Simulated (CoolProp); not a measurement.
Aqueous potassium formate as a coolant, 9 % by mass, freezing at -4.3 °C, 1 atm.

Model: Melinder's fits for secondary coolants, in CoolProp.

```json
[
 {"T (°C)": "-0.8", "Prandtl number": "14.2", "cp (kJ/(kg K))": "3.846", "density (kg/m³)": "1058", "conductivity (W/(m K))": "0.549"},
 {"T (°C)": "2", "Prandtl number": "12.9", "cp (kJ/(kg K))": "3.845", "density (kg/m³)": "1058", "conductivity (W/(m K))": "0.553"},
 {"T (°C)": "4.9", "Prandtl number": "11.8", "cp (kJ/(kg K))": "3.844", "density (kg/m³)": "1057", "conductivity (W/(m K))": "[?]"},
 {"T (°C)": "7.7", "Prandtl number": "10.8", "cp (kJ/(kg K))": "3.844", "density (kg/m³)": "1057", "conductivity (W/(m K))": "0.562"},
 {"T (°C)": "10.6", "Prandtl number": "9.92", "cp (kJ/(kg K))": "3.844", "density (kg/m³)": "1056", "conductivity (W/(m K))": "0.566"},
 {"T (°C)": "13.4", "Prandtl number": "[?]", "cp (kJ/(kg K))": "3.844", "density (kg/m³)": "1055", "conductivity (W/(m K))": "0.570"},
 {"T (°C)": "16.3", "Prandtl number": "8.48", "cp (kJ/(kg K))": "3.845", "density (kg/m³)": "1055", "conductivity (W/(m K))": "0.574"},
 {"T (°C)": "19.1", "Prandtl number": "7.89", "cp (kJ/(kg K))": "3.845", "density (kg/m³)": "1054", "conductivity (W/(m K))": "0.578"},
 {"T (°C)": "21.9", "Prandtl number": "7.35", "cp (kJ/(kg K))": "3.846", "density (kg/m³)": "1053", "conductivity (W/(m K))": "0.582"},
 {"T (°C)": "24.8", "Prandtl number": "6.85", "cp (kJ/(kg K))": "3.847", "density (kg/m³)": "1052", "conductivity (W/(m K))": "0.586"},
 {"T (°C)": "27.6", "Prandtl number": "6.41", "cp (kJ/(kg K))": "3.848", "density (kg/m³)": "1051", "conductivity (W/(m K))": "0.590"},
 {"T (°C)": "30.5", "Prandtl number": "6.00", "cp (kJ/(kg K))": "[?]", "density (kg/m³)": "1051", "conductivity (W/(m K))": "0.594"}
]
```

### Question
Complete the blanks.

### Answer

- 4.9, conductivity (W/(m K)): 0.558
- 13.4, Prandtl number: 9.17
- 30.5, cp (kJ/(kg K)): 3.850
